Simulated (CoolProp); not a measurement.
Vapour-liquid equilibrium of R134a (1) + R1234yf (2) at 1.21 MPa; x and y are mole fractions of (1).

Computed with CoolProp (multi-fluid Helmholtz-energy mixture model, Tillner-Roth 1994 and Lemmon 2022; pair parameters Bell 2022).

Q: Give the bubble temperature and the first vapour's composition at x = 0.75, 0.85, 0.95. Is there an azeotrope?

A: x = 0.75: 318.5 K, y = 0.738; x = 0.85: 318.9 K, y = 0.838; x = 0.95: 319.4 K, y = 0.944. y crosses x between x = 0.45 and 0.55: the model has an azeotrope there.

The pair parameters rest on a limited set of measurements; away from them the model extrapolates.
